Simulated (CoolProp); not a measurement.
Saturation properties of R13 (Tc = 29.9 °C, pc = 3973 kPa, ω = 0.175).

Computed with CoolProp (reference Helmholtz-energy equation of state, Platzer 1990). This equation is an older, rougher fit; its heat capacities, sound speeds and derivatives of the liquid may be far off and weren't checked against measurements.

| T (°C) | p (kPa) | liquid density (kg/m³) | enthalpy of vaporisation (kJ/kg) | vapour Z | liquid conductivity (mW/(m K)) |
|---|---|---|---|---|---|
| -101.15 | 30.70 | 1593 | 158.1 | 0.9824 | 100 |
| -93.55 | 50.38 | 1566 | 154.8 | 0.9748 | 96.6 |
| -85.95 | 78.97 | 1537 | 151.4 | 0.9654 | 92.6 |
| -78.35 | 119.0 | 1508 | 147.8 | 0.9538 | 88.7 |
| -70.85 | 172.4 | 1479 | 144.1 | 0.9402 | 84.8 |
| -63.25 | 243.7 | 1449 | 140.0 | 0.9242 | 80.9 |
| -55.65 | 335.3 | 1417 | 135.7 | 0.9056 | 77.1 |
| -48.05 | 450.7 | 1384 | 131.1 | 0.8846 | 73.3 |

It boils at -81.4 °C under 1 atm.

Thermal conductivity comes from a separate model (Huber 2003), an estimate that may be off by 10 % or more.
